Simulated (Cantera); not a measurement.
Charge: 1 mol PbO, 2.6 mol C, a varied amount of H2, at 1550 °C and 0.000420 bar.

Cantera equilibrium calculation (NASA polynomials, part measured and part estimated; ideal gas, pure solids and liquids). Candidate condensed phases: C, C6H6, C7H8, C8H18, H2O, Pb, PbO, PbO2, Pb3O4; 113 gas species. Rates play no part.

x: gas mole fraction; n: condensed amount in mol.

```tsv
n(H2) (mol)	x H2	x CO	x Pb	x H	x C2H2 (acetylene)	x Pb2	x CH4	n C(graphite)
0.23	0.0994	0.447	0.447	0.00667	…	5.92e-7	2.96e-9	1.60
0.32	0.134	0.429	0.429	0.00772	…	5.47e-7	5.34e-9	1.60
0.46	0.182	0.405	0.405	0.00901	…	4.86e-7	9.88e-9	1.60
0.66	0.242	0.374	0.374	0.0104	…	4.15e-7	1.75e-8	1.60
0.95	0.314	0.337	0.337	0.0118	…	3.37e-7	2.96e-8	1.60
1.4	0.402	0.292	0.292	0.0134	…	2.53e-7	4.85e-8	1.60
1.9	0.476	0.255	0.255	0.0146	…	1.92e-7	6.80e-8	1.60
2.8	0.571	0.207	0.207	0.0160	…	1.27e-7	9.76e-8	1.60
4	0.652	0.165	0.165	0.0171	…	8.10e-8	1.28e-7	1.60
5.7	0.724	0.129	0.129	0.0180	…	4.91e-8	1.57e-7	1.60
8.2	0.787	0.0971	0.0971	0.0188	0.000166	2.80e-8	1.86e-7	1.60
12	0.839	0.0707	0.0707	0.0194	0.000177	1.48e-8	2.11e-7	1.59
17	0.876	0.0521	0.0521	0.0198	0.000185	8.05e-9	2.30e-7	1.59
```

### Question
Fill in the missing entries.

### Answer

- 0.23, x C2H2 (acetylene): 2.10e-5
- 0.32, x C2H2 (acetylene): 2.82e-5
- 0.46, x C2H2 (acetylene): 3.84e-5
- 0.66, x C2H2 (acetylene): 5.11e-5
- 0.95, x C2H2 (acetylene): 6.64e-5
- 1.4, x C2H2 (acetylene): 8.50e-5
- 1.9, x C2H2 (acetylene): 0.000101
- 2.8, x C2H2 (acetylene): 0.000121
- 4, x C2H2 (acetylene): 0.000138
- 5.7, x C2H2 (acetylene): 0.000153
